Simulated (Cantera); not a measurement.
A closed system holds: 1 mol CF4, 0.13 mol HCl, 0.16 mol H2, at 60.0 mbar.

Equilibrium computed with Cantera from the NASA thermochemical tables; the gas is ideal and each condensed phase is pure. Candidate condensed phases: C, C6H6, C7H8, C8H18; 135 gas species. Ions and electrons are included (thermal ionisation). Kinetics and transport are ignored. All values below are at 2727 °C.

Base state: F 0.621, CF2 0.140, HF 0.123, CF 0.0719, Cl 0.0356, C3 0.00520, C 0.000845, CF3 0.000780 (mole fractions); condensed: C(graphite).

Task: What changes in the equilibrium state with this change: pressure from 60.0 mbar to 0.133 bar?

Result: 
```tsv
species	before	after
F	0.621	0.534
CF2	0.140	0.226
HF	0.123	0.134
CF	0.0719	0.0607
Cl	0.0356	0.0386
CF4	0.000176	0.00104
CF3	0.000780	0.00241
C5	9.52e-5	3.91e-5
C(graphite), mol	0.159	0
```
Gases not in the tables: C2F6 and larger saturated fluorocarbons.

Task: What changes in the equilibrium state with this change: HCl from 0.13 to 0.62 mol?

Result: 
| species | before | after |
|---|---|---|
| F | 0.621 | 0.487 |
| HF | 0.123 | 0.218 |
| Cl | 0.0356 | 0.144 |
| CF2 | 0.140 | 0.0860 |
| CF | 0.0719 | 0.0563 |
| Cl2 | 8.32e-7 | 1.36e-5 |
| HCl | 6.42e-5 | 0.000586 |
| CCl | 2.48e-6 | 1.00e-5 |
| ClF | 2.25e-5 | 7.13e-5 |
| C(graphite), mol | 0.159 | 0.311 |
The tables' values for CCl are old estimates; treat these amounts as uncertain.

Task: What changes in the equilibrium state with this change: CF4 replaced by CH2F2?

Result: 
```tsv
species	before	after
HF	0.123	0.773
H	0.000510	0.115
Cl	0.0356	0.0366
F	0.621	0.0174
CF2	0.140	0.000109
H2	6.25e-7	0.0316
HCl	6.42e-5	0.0148
CF	0.0719	0.00201
CF4	0.000176	<1e-9
C4H2	1.01e-9	5.10e-5
C2H2 (acetylene)	3.89e-8	0.00196
CF3	0.000780	1.70e-8
C(graphite), mol	0.159	0.932
```
